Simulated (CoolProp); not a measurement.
Vapour pressure (MPa) of oxygen: the reference equation beside estimates from Tc = -118.6 °C, pc = 5.046 MPa, ω = 0.022. Clausius-Clapeyron is anchored at -176.35 °C with a constant enthalpy of vaporisation of 6.599 kJ/mol.

Computed with CoolProp (reference Helmholtz-energy equation of state, Schmidt 1985).

| T (°C) | reference | Clausius-Clapeyron | van der Waals | Soave-Redlich-Kwong | Peng-Robinson |
|---|---|---|---|---|---|
| -201.25 | 0.008759 | 0.01125 | 0.08445 | 0.008223 | 0.009128 |
| -196.25 | ___ | 0.02305 | ___ | 0.01848 | 0.02001 |
| -191.25 | 0.03872 | 0.04328 | 0.2053 | 0.03727 | 0.03958 |
| -186.25 | 0.07085 | 0.07559 | 0.2976 | 0.06886 | 0.07198 |
| -181.35 | 0.1195 | ___ | ___ | 0.1172 | 0.1209 |
| -176.35 | 0.1924 | 0.1924 | 0.5583 | 0.1899 | 0.1940 |
| -171.35 | 0.2946 | 0.2877 | 0.7350 | 0.2926 | 0.2964 |
| -166.35 | 0.4329 | 0.4145 | 0.9454 | 0.4321 | 0.4350 |
| -161.35 | 0.6140 | 0.5779 | 1.192 | 0.6155 | 0.6166 |
| -156.35 | 0.8449 | 0.7831 | 1.477 | 0.8501 | 0.8485 |
| -151.45 | 1.127 | ___ | 1.795 | ___ | 1.132 |
| -146.45 | 1.478 | 1.332 | 2.161 | 1.495 | 1.486 |
| -141.45 | 1.902 | 1.689 | 2.571 | 1.926 | 1.913 |
| -136.45 | 2.406 | 2.106 | 3.026 | 2.438 | 2.422 |

Q: What belongs in the gaps?

A: 
- -196.25, reference: 0.01942
- -196.25, van der Waals: 0.1354
- -181.35, Clausius-Clapeyron: 0.1231
- -181.35, van der Waals: 0.4127
- -151.45, Clausius-Clapeyron: 1.030
- -151.45, Soave-Redlich-Kwong: 1.137

Absolute difference from the reference over all 14 rows, mean and median: Clausius-Clapeyron 9.3 and 8.0 %, van der Waals 232.2 and 133.9 %, Soave-Redlich-Kwong 1.9 and 1.3 %, Peng-Robinson 1.2 and 0.6 %.
